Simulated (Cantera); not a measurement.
Charge: 1 mol Fe3O4, 5.4 mol CH4, 7.4 mol N2, equilibrated at 2525 K.

Equilibrium computed with Cantera from the NASA thermochemical tables; the gas is ideal and each condensed phase is pure. Candidate condensed phases: C, C6H6, C7H8, C8H18, Fe, Fe(CO)5, FeO, Fe(OH)2, Fe(OH)3, Fe2O3, Fe3O4, H2O; 140 gas species. Iron dissolves carbon and melts from about 1420 K in contact with it, which pure phases cannot show. Condensed phases not in the tables: cementite and carbon dissolved in iron. Equilibrium is a limit: real reactors are often held back by kinetics, nucleation or transport.

Question: What share of the Fe ends up in condensed phases as a function of P (Pa), at 10, 52, 270, 1400, 7200, 37000, 190000, 1000000?

Answer: 
```
P (Pa)   Fe condensed (%)     as
-------  ----------------  -----
10                    0.0      -
52                    0.0      -
270                   0.0      -
1400                  0.0      -
7200                  0.0      -
37000                18.1  Fe(l)
190000               85.5  Fe(l)
1000000              97.3  Fe(l)
```
